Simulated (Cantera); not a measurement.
Input (Python, Cantera):

```python
import numpy as np
import cantera as ct

gas = ct.Solution("gri30.yaml")
gas.TPX = 423, 370000, {'CH4': 1, 'C2H6': 0.18, 'C3H8': 0.66, 'O2': 5.39, 'N2': 14, 'H2O': 1.9, 'H2': 0.38}
flame = ct.FreeFlame(gas, width=0.016)
flame.set_refine_criteria(ratio=3, slope=0.08, curve=0.16)
flame.transport_model = "mixture-averaged"
flame.solve(loglevel=0, auto=True)
z, T = flame.grid, flame.T
thick = (T[-1] - T[0]) / np.gradient(T, z).max()
show = ['CH4', 'C2H6', 'C3H8', 'H2O2', 'CO2', 'HO2']
print(f"laminar burning velocity  {flame.velocity[0] * 100:.3f} cm/s")
print(f"burnt temperature         {T[-1]:.1f} K")
print(f"thermal thickness         {thick * 1e3:.4f} mm")
print(f"grid points               {len(z)}")
z0 = z[flame.heat_release_rate.argmax()]
print(f"{'z/mm':>9s}{'T/K':>9s}{'u/(m/s)':>9s}" + "".join(f"{s:>11s}" for s in show))
rows = []
for k in (-3, -2, -1.5, -1, -0.5, -0.25, 0, 0.25, 0.5, 1, 2, 4, 8):
    zz = z0 + k * thick
    rows.append([k * thick, np.interp(zz, z, T), np.interp(zz, z, flame.velocity),
                 *(np.interp(zz, z, flame.X[gas.species_index(s)]) for s in show)])
    print(f"{rows[-1][0] * 1e3:9.3f}{rows[-1][1]:9.1f}{rows[-1][2]:9.3f}" + "".join(f"{x:11.3e}" for x in rows[-1][3:]))
```

It prints:

```
laminar burning velocity  81.579 cm/s
burnt temperature         2493.6 K
thermal thickness         0.0901 mm
grid points               151
     z/mm      T/K  u/(m/s)        CH4       C2H6       C3H8       H2O2        CO2        HO2
   -0.270    423.1    0.817  4.250e-02  7.651e-03  2.805e-02  2.926e-08  1.510e-07  7.753e-08
   -0.180    424.4    0.820  4.240e-02  7.640e-03  2.802e-02  2.986e-07  2.154e-06  7.916e-07
   -0.135    430.9    0.835  4.216e-02  7.619e-03  2.796e-02  1.769e-06  1.780e-05  4.776e-06
   -0.090    494.5    0.965  4.063e-02  7.489e-03  2.759e-02  1.619e-05  3.107e-04  5.164e-05
   -0.045    973.1    1.954  3.103e-02  5.999e-03  2.026e-02  7.703e-05  5.498e-03  3.611e-04
   -0.023   1462.1    3.021  2.019e-02  3.197e-03  6.770e-03  4.388e-05  1.509e-02  4.242e-04
    0.000   1905.0    4.011  6.807e-03  2.652e-04  1.491e-04  5.114e-06  3.112e-02  1.781e-04
    0.023   2118.9    4.463  8.529e-04  1.864e-06  8.434e-08  1.366e-06  4.913e-02  3.745e-05
    0.045   2196.1    4.602  5.915e-05  5.998e-09  5.675e-12  8.025e-07  6.324e-02  1.621e-05
    0.090   2271.0    4.723  2.588e-07  1.380e-13  3.144e-19  5.904e-07  7.685e-02  9.115e-06
    0.180   2350.0    4.859  5.794e-11  1.068e-19  4.549e-28  4.370e-07  8.341e-02  5.323e-06
    0.361   2419.7    4.982  4.246e-14  5.709e-25  1.595e-36  3.081e-07  8.647e-02  2.838e-06
    0.721   2466.8    5.064  4.931e-14  1.001e-26  1.329e-36  2.106e-07  8.865e-02  1.480e-06
```

Detailed kinetics in Cantera: GRI-Mech 3.0 (53 species, 325 reactions). GRI-Mech 3.0 was tuned for natural gas; its chemistry of propane as a main component is partial and can be far from experiment. Burning velocities carry a grid error of a few per cent, more on coarse grids.
